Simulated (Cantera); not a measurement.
A closed system holds: 1 mol SiHCl3, 7.4 mol H2, at 0.0130 bar.

Method: chemical equilibrium by Gibbs-energy minimisation in Cantera with the NASA 1993 tables (ideal gas, pure condensed phases). Candidate condensed phases: Si; 19 gas species. The tables' values for SiCl3 are old estimates; treat these amounts as uncertain. The numbers say what is thermodynamically allowed, not how fast it happens.

Q: At 1225 K, list the 4 most abundant gas species with their mole fractions, and the condensed phases.

A: H2 0.814, HCl 0.108, SiCl2 0.0351, SiCl4 0.0255. Condensed: Si(s).
